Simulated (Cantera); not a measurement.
A closed system holds: 1 mol SiH4, 1.3 mol C2H4, 13 mol H2, 0.026 mol C2H2, held at 8.50 mbar.

Cantera equilibrium calculation (NASA polynomials, part measured and part estimated; ideal gas, pure solids and liquids). Candidate condensed phases: C, C6H6, C7H8, C8H18, Si, SiC; 87 gas species. Gases not in the tables: Si2H6 and higher silanes. Equilibrium is a limit: real reactors are often held back by kinetics, nucleation or transport.

Q: What share of the Si ends up in condensed phases as a function of T (°C), at 1350, 1450, 1550, 1650, 1750, 1850, 1950, 2050, 2150, 2250, 2350?

A: 
| T (°C) | Si condensed (%) | as |
|---|---|---|
| 1350 | 100.0 | SiC(s) |
| 1450 | 100.0 | SiC(s) |
| 1550 | 100.0 | SiC(s) |
| 1650 | 99.8 | SiC(s) |
| 1750 | 99.2 | SiC(s) |
| 1850 | 96.3 | SiC(s) |
| 1950 | 85.4 | SiC(s) |
| 2050 | 46.4 | SiC(s) |
| 2150 | 0.0 | - |
| 2250 | 0.0 | - |
| 2350 | 0.0 | - |
